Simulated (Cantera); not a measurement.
## SiC + Si + H2 (sublimation and decomposition of ceramics)

A closed system holds: 1 mol SiC, 0.16 mol Si, 9.5 mol H2, held at 1000 Pa.

Cantera equilibrium calculation (NASA polynomials, part measured and part estimated; ideal gas, pure solids and liquids). Candidate condensed phases: C, C6H6, C7H8, C8H18, Si, SiC; 87 gas species. Mutual solubility and eutectic melting of coexisting phases are not modelled. Gases not in the tables: Si2H6 and higher silanes. The numbers say what is thermodynamically allowed, not how fast it happens.

| T (K) | log p H2 | log p H | log p Si | log p SiC2 | log p C2H2 (acetylene) | log p Si2C | log p SiH | n Si(s) | n SiC(s) | n Si(l) | n C(graphite) |
|---|---|---|---|---|---|---|---|---|---|---|---|
| 1475 | -2.00 | -5.89 | -8.24 | <-14 | -11.54 | -11.14 | -8.69 | 0.160 | 1.000 | 0 | 0 |
| 1575 | -2.00 | -5.38 | -7.24 | -13.77 | -10.71 | -9.81 | -7.86 | 0.160 | 1.000 | 0 | 0 |
| 1675 | -2.00 | -4.94 | -6.36 | -12.28 | -9.98 | -8.65 | -7.14 | 0.159 | 1.000 | 0 | 0 |
| 1775 | -2.00 | -4.54 | -5.66 | -10.90 | -9.19 | -7.69 | -6.57 | 0 | 1.000 | 0.157 | 0 |
| 1875 | -2.00 | -4.19 | -5.04 | -9.65 | -8.45 | -6.85 | -6.08 | 0 | 1.000 | 0.150 | 0 |
| 1975 | -2.01 | -3.87 | -4.49 | -8.53 | -7.80 | -6.10 | -5.64 | 0 | 0.999 | 0.124 | 0 |
| 2075 | -2.02 | -3.58 | -3.99 | -7.52 | -7.21 | -5.42 | -5.24 | 0 | 0.996 | 0.0470 | 0 |
| 2175 | -2.03 | -3.33 | -3.84 | -6.31 | -6.09 | -5.11 | -5.18 | 0 | 0.990 | 0 | 0 |
| 2275 | -2.05 | -3.09 | -3.77 | -5.13 | -4.92 | -4.90 | -5.21 | 0 | 0.948 | 0 | 0 |
| 2375 | -2.08 | -2.89 | -3.51 | -4.26 | -4.29 | -4.50 | -5.04 | 0 | 0.690 | 0 | 0.0483 |
| 2475 | -2.15 | -2.72 | -3.17 | -3.79 | -4.16 | -4.17 | -4.81 | 0 | 0 | 0 | 0.374 |
| 2575 | -2.20 | -2.56 | -3.18 | -3.68 | -4.04 | -4.50 | -4.91 | 0 | 0 | 0 | 0.202 |
log p: log10 of the partial pressure in bar; n: condensed amount in mol.

From 1475 K to 1675 K the condensed part is Si(s) + SiC(s). From 1775 K to 2075 K the condensed part is Si(l) + SiC(s). From 2175 K to 2275 K the condensed part is SiC(s). At 2375 K the condensed part is C(graphite) + SiC(s). From 2475 K to 2575 K the condensed part is C(graphite). The main Si-bearing gas is SiH2 at 1475 K and Si at 2575 K.
